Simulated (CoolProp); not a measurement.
Aqueous magnesium chloride as a coolant, at -15 °C, 1 atm.

Values from CoolProp's Melinder's fits for secondary coolants.

```json
[
 {"mass %": "16.4", "freezing point (°C)": "-19.7", "conductivity (W/(m K))": "0.498", "density (kg/m³)": "1150", "viscosity (mPa s)": "6.55", "cp (kJ/(kg K))": "3.187"},
 {"mass %": "19.4", "freezing point (°C)": "-27.0", "conductivity (W/(m K))": "0.491", "density (kg/m³)": "1180", "viscosity (mPa s)": "7.94", "cp (kJ/(kg K))": "3.041"},
 {"mass %": "22.3", "freezing point (°C)": "-36.6", "conductivity (W/(m K))": "0.479", "density (kg/m³)": "1213", "viscosity (mPa s)": "14.8", "cp (kJ/(kg K))": "2.915"},
 {"mass %": "25.3", "freezing point (°C)": "-52.1", "conductivity (W/(m K))": "0.456", "density (kg/m³)": "1255", "viscosity (mPa s)": "88.5", "cp (kJ/(kg K))": "2.803"},
 {"mass %": "28.2", "freezing point (°C)": "-76.9", "conductivity (W/(m K))": "0.413", "density (kg/m³)": "1308", "viscosity (mPa s)": "4470", "cp (kJ/(kg K))": "2.712"}
]
```
